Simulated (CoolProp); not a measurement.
Carbonyl sulfide along the isotherm 155.85 °C: fugacity coefficient from the reference equation and from simpler models built on Tc = 105.6 °C, pc = 6369 kPa, ω = 0.098; each cubic takes its own stable root.

Values from CoolProp's reference Helmholtz-energy equation of state, Lemmon 2006. It is a short technical equation, of lower accuracy than the large ones.

```json
[
 {"p (kPa)": "354", "phase": "gas", "reference": "0.9874"},
 {"p (kPa)": "708", "phase": "gas", "reference": "0.9749"},
 {"p (kPa)": "1060", "phase": "gas", "reference": "0.9625"},
 {"p (kPa)": "1420", "phase": "gas", "reference": "0.9500"},
 {"p (kPa)": "1770", "phase": "gas", "reference": "0.9378"},
 {"p (kPa)": "2120", "phase": "gas", "reference": "0.9256"},
 {"p (kPa)": "2480", "phase": "gas", "reference": "0.9132"},
 {"p (kPa)": "2830", "phase": "gas", "reference": "0.9012"},
 {"p (kPa)": "3180", "phase": "gas", "reference": "0.8892"}
]
```

Q: How far does each simpler model (van der Waals, Redlich-Kwong) lie from the reference over these 9 states: mean and median of the absolute difference, and the worst?

A: 
- van der Waals: mean 0.2 %, median 0.2 %, worst +0.3 % at 155.85 °C and 3180 kPa
- Redlich-Kwong: mean 0.2 %, median 0.3 %, worst -0.4 % at 155.85 °C and 3180 kPa
